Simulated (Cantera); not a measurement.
Input (Python, Cantera) and output of one run.

```python
import numpy as np
import cantera as ct

gas_names = """
    Cu CuF CuF2 CuO Cu2 F FO FO2 F2 F2O H HF HOF HO2 H2 H2F2 H2O H2O2 H3F3 H4F4 H5F5 H6F6 H7F7 O OH O2
    O3
""".split()
cond_names = """
    Cu(cr) Cu(L) CuF2(s) CuF2(L) CuO(s) CuO2H2(s) Cu2O(s) Cu2O(L) H2O(s) H2O(L)
""".split()


def load(file, names, dense=False):
    # The tables refer to 1 bar. Condensed volumes are neglected.
    table = {s.name: s for s in ct.Species.list_from_file(file)}
    out = []
    for n in names:
        d = dict(table[n].input_data)
        d["thermo"] = dict(d["thermo"], **{"reference-pressure": 1e5})
        if dense:
            d["equation-of-state"] = {"model": "constant-volume", "density": "1e6 g/cm^3"}
        out.append(ct.Species.from_dict(d))
    return out


gas = ct.Solution(thermo="ideal-gas", species=load("nasa_gas.yaml", gas_names))
cond = {s.name: ct.Solution(thermo="fixed-stoichiometry", species=[s], name=s.name)
        for s in load("nasa_condensed.yaml", cond_names, dense=True)}
atoms = {
    'CuF2': {'Cu': 1, 'F': 2},
    'O2': {'O': 2},
    'H2': {'H': 2},
    'HF': {'H': 1, 'F': 1},
}
top_T = {'CuO(s)': 1390}  # K; cautious upper limits of use, not melting points


def equilibrate(T, P, feed):
    n = {}
    for name, mol in feed.items():
        for a, k in atoms[name].items():
            n[a] = n.get(a, 0.0) + k * mol
    gas.TPX = T, P, n
    mass = sum(n.values()) * gas.mean_molecular_weight
    gas.equilibrate("TP")
    valid = [c for c in cond.values() if c.min_temp <= T <= top_T.get(c.name, c.max_temp)]
    mix = ct.Mixture([(gas, mass / gas.mean_molecular_weight)] + [(c, 0.0) for c in valid])
    mix.T, mix.P = T, P
    mix.equilibrate("TP", solver="vcs", rtol=1e-11, max_steps=5000)
    return mix


results = []
feed = {'CuF2': 1, 'O2': 5.4, 'H2': 0.61, 'HF': 0.1}  # mol
P = 133.322  # Pa
for T in [1023, 1073, 1123, 1173, 1223, 1273, 1323, 1373, 1423, 1473, 1523]:
    mix = equilibrate(T, P, feed)
    results.append((T, P, feed, dict(zip(mix.species_names, mix.species_moles))))

top = {s: max(r[3][s] / sum(r[3][g] for g in gas_names) for r in results) for s in gas_names}
cols = sorted((s for s in top if top[s] > 0.001), key=lambda s: -top[s])[:5]
seen = [c for c in cond_names if any(r[3].get(c, 0) > 1e-12 for r in results)]
print("log10 of partial pressures in bar; condensed amounts in mol")
print(f"{'T/K':>10s}" + "".join(f"{s[:9]:>10s}" for s in cols + seen))
for T, P, feed, n in results:
    ng = sum(n[g] for g in gas_names)
    print(f"{T:10.4g}" + "".join(f"{np.log10(max(n[s] / ng * P / 1e5, 1e-99)):10.3f}" for s in cols)
          + "".join(f"{n.get(c, 0):10.4g}" for c in seen))
```

Output:

```
log10 of partial pressures in bar; condensed amounts in mol
       T/K        O2        HF       CuF      CuF2        Cu   CuF2(s)    CuO(s)   Cu2O(s)   Cu2O(L)
      1023    -2.984    -3.571    -5.499    -4.624   -12.214    0.2655    0.6022         0         0
      1073    -3.000    -3.600    -4.819    -4.176   -11.070         0         0    0.2851         0
      1123    -3.002    -3.603    -4.504    -4.237   -10.168         0         0    0.2635         0
      1173    -3.006    -3.609    -4.247    -4.352    -9.343         0         0    0.2291         0
      1223    -3.011    -3.615    -4.058    -4.553    -8.586         0         0    0.1861         0
      1273    -3.015    -3.621    -3.944    -4.856    -7.890         0         0    0.1483         0
      1323    -3.017    -3.624    -3.890    -5.236    -7.249         0         0    0.1258         0
      1373    -3.018    -3.626    -3.868    -5.644    -6.655         0         0    0.1151         0
      1423    -3.019    -3.628    -3.858    -6.044    -6.104         0         0     0.108         0
      1473    -3.020    -3.633    -3.851    -6.418    -5.592         0         0   0.09664         0
      1523    -3.022    -3.644    -3.839    -6.753    -5.119         0         0         0   0.06931
```

Equilibrium computed with Cantera from the NASA thermochemical tables; the gas is ideal and each condensed phase is pure. Mutual solubility and eutectic melting of coexisting phases are not modelled.
